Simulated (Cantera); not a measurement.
Gas mixture: C₃H₈ = 0.49 (molar parts), at 0.00610 bar, frozen composition.

Cantera's kinetic-theory transport with the Lennard-Jones parameters of GRI-Mech 3.0, ideal gas; thermal conductivity in the mixture-averaged form. The composition is frozen, though it would react at the higher temperatures.

One state of this run: ρ (kg/m³) = 0.00647; cp (J/kg/K) = 2549; μ (µPa s) = 13.3; λ (mW/m/K) = 44.9; Pr = 0.754; D (cm²/s) O = 73.4; D (cm²/s) NO = 46.9; D (cm²/s) H₂O = 52.3. D: mixture-averaged diffusion coefficient of that species in the mixture.

Task: Which value of T (K) does it belong to?
A. 400
B. 800
C. 1000
D. 500

Result: D, 500
